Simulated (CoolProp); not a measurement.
Vapour-liquid equilibrium of diethyl ether (1) + acetone (2) at 0.0264 MPa; x and y are mole fractions of (1).

Model: multi-fluid Helmholtz-energy mixture model, Thol 2014 and Lemmon 2006; pair parameters Bell 2016, in CoolProp.

```
x     bubble temperature, mixture model (K)  bubble temperature, Raoult's law (K)  y, mixture model  y, Raoult's law
----  -------------------------------------  ------------------------------------  ----------------  ---------------
0.05                                  291.7                                 293.2             0.164            0.112
0.15                                  286.9                                 290.4             0.398            0.299
0.25                                  283.3                                 287.9             0.546            0.450
0.35                                  280.6                                 285.6             0.644            0.572
0.45                                  278.7                                 283.5             0.712            0.672
0.55                                  277.3                                 281.6             0.763            0.756
0.65                                  276.3                                 279.8             0.805            0.826
0.75                                  275.6                                 278.2             0.846            0.886
0.85                                  275.0                                 276.6             0.892            0.937
0.95                                  274.6                                 275.2             0.956            0.980
```

The largest gap from Raoult's law is -5.0 K in bubble temperature, at x = 0.35. No azeotrope shows between x = 0.05 and 0.95.

Pair parameters are fitted to limited data, so mixtures are less certain than the pure fluids.
